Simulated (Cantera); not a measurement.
Input (Python, Cantera):

```python
import numpy as np
import cantera as ct

gas = ct.Solution("gri30.yaml")
gas.TPX = 975, 97000, {'CH3OH': 0.0025, 'O2': 0.0022, 'N2': 1, 'H2': 0.01}
inlet = ct.Reservoir(gas, clone=True)

reactor = ct.IdealGasConstPressureReactor(gas, energy="off", clone=False)
exhaust = ct.Reservoir(gas, clone=True)
tau = [2.1, 0.6, 0.17, 0.049, 0.014, 0.0039, 0.0011, 0.00031][0]
for a, b in ((inlet, reactor), (reactor, exhaust)):
    ct.MassFlowController(a, b, mdot=lambda t: reactor.mass / tau)
net = ct.ReactorNet([reactor])
show = ['CH3OH', 'O2', 'C2H2', 'CO', 'C2H6', 'C2H4', 'HCO']

rows = []
print(f"{'tau/s':>10s}{'T/K':>9s}" + "".join(f"{s:>11s}" for s in show))
for tau in [2.1, 0.6, 0.17, 0.049, 0.014, 0.0039, 0.0011, 0.00031]:
    net.initial_time = 0.0
    net.advance(30 * tau)
    before = gas.X
    net.advance(40 * tau)
    drift = np.max(np.abs(gas.X - before) / (gas.X + 1e-9))
    rows.append([gas.T, *gas[show].X, drift])
    print(f"{tau:10.3e}{gas.T:9.1f}" + "".join(f"{x:11.3e}" for x in gas[show].X))
```

It prints:

```
     tau/s      T/K      CH3OH         O2       C2H2         CO       C2H6       C2H4        HCO
 2.100e+00    975.0  3.060e-04  7.950e-04  8.641e-15  1.828e-03  2.372e-13  4.654e-13  2.059e-09
 6.000e-01    975.0  6.822e-04  1.093e-03  3.509e-15  1.448e-03  2.707e-13  2.954e-13  5.060e-09
 1.700e-01    975.0  1.480e-03  1.620e-03  1.768e-16  6.173e-04  8.032e-14  3.580e-14  6.500e-09
 4.900e-02    975.0  2.464e-03  2.168e-03  1.043e-20  2.163e-10  9.731e-16  2.639e-17  6.548e-17
 1.400e-02    975.0  2.464e-03  2.168e-03  2.977e-21  6.127e-11  2.599e-16  7.228e-18  7.382e-18
 3.900e-03    975.0  2.464e-03  2.168e-03  8.276e-22  1.704e-11  5.715e-17  1.738e-18  1.658e-18
 1.100e-03    975.0  2.464e-03  2.168e-03  2.319e-22  4.789e-12  8.286e-18  3.285e-19  4.140e-19
 3.100e-04    975.0  2.464e-03  2.168e-03  6.387e-23  1.335e-12  5.798e-19  4.196e-20  1.000e-19
```

Cantera simulation using GRI-Mech 3.0 (53 species, 325 reactions); the numbers are that mechanism's predictions, not measurements. GRI-Mech 3.0 was tuned for natural gas; its chemistry of methanol as a main component is partial and can be far from experiment.
